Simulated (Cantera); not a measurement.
A diamond (100) surface in a fixed gas of H2 with x(CH4) = 0.0031, x(H) = 0.04, at 1100 K, 21.0 Torr; coverages are run to steady state.

Computed with Cantera and the Harris–Goodwin 1993 mechanism for the reconstructed diamond (100) surface.

θ: site fractions in the mechanism's names (c6HH fully hydrogenated, c6H* and c6*H radical sites, c6** diradical, c6HM methylated).

| x(CH3) | growth (µm/h) | θ c6HH | θ c6H* | θ c6*H | θ c6** | θ c6HM |
|---|---|---|---|---|---|---|
| 1e-06 | 0.0207 | 0.511 | 0.0282 | 0.442 | 0.0186 | 8.56e-6 |
| 2.4e-06 | 0.0497 | 0.511 | 0.0282 | 0.442 | 0.0186 | 2.05e-5 |
| 5.7e-06 | 0.118 | 0.511 | 0.0282 | 0.442 | 0.0186 | 4.88e-5 |
| 1.4e-05 | 0.290 | 0.511 | 0.0282 | 0.442 | 0.0186 | 0.000120 |
| 3.3e-05 | 0.684 | 0.511 | 0.0282 | 0.442 | 0.0186 | 0.000282 |
| 7.9e-05 | [?] | 0.510 | 0.0281 | 0.442 | 0.0186 | [?] |
| 0.00019 | [?] | 0.510 | 0.0281 | 0.441 | 0.0186 | [?] |
| 0.00045 | 9.26 | 0.508 | 0.0280 | 0.440 | 0.0185 | 0.00382 |
| 0.0011 | 22.4 | 0.504 | 0.0278 | 0.436 | 0.0182 | 0.00926 |

### Question
What belongs in the gaps?

### Answer

- 7.9e-05, growth (µm/h): 1.64
- 7.9e-05, θ c6HM: 0.000675
- 0.00019, growth (µm/h): 3.93
- 0.00019, θ c6HM: 0.00162
